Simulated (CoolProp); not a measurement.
R1224YDZ along the isotherm 199.95 °C: density (kg/m³) from the reference equation and from simpler models built on Tc = 155.5 °C, pc = 3334 kPa, ω = 0.325; each cubic takes its own stable root.

The numbers come from the reference Helmholtz-energy equation of state, Akasaka 2023 in CoolProp.

| p (kPa) | phase | reference | ideal gas | van der Waals | Redlich-Kwong | Soave-Redlich-Kwong | Peng-Robinson |
|---|---|---|---|---|---|---|---|
| 105 | gas | 3.995 | 3.964 | 3.993 | 3.996 | 3.994 | 3.998 |
| 240 | gas | 9.224 | 9.060 | 9.216 | 9.231 | 9.219 | 9.243 |
| 546 | gas | 21.49 | 20.61 | 21.46 | 21.53 | 21.47 | 21.59 |
| 1240 | gas | 51.75 | 46.81 | 51.63 | 52.02 | 51.60 | (withheld) |
| 2830 | gas | 139.3 | 106.8 | 141.1 | 142.4 | 138.1 | 142.7 |
| 6440 | supercritical | 596.5 | (withheld) | 533.8 | 558.8 | 492.6 | 527.9 |
| 14600 | supercritical | 919.6 | 551.1 | (withheld) | 847.7 | 816.9 | 898.9 |
| 33300 | supercritical | 1095 | (withheld) | 817.8 | 1047 | (withheld) | 1141 |

Problem. Complete the blanks.

Solution. 
- 1240, Peng-Robinson: 52.30
- 6440, ideal gas: 243.1
- 14600, van der Waals: 702.3
- 33300, ideal gas: 1257
- 33300, Soave-Redlich-Kwong: 1031
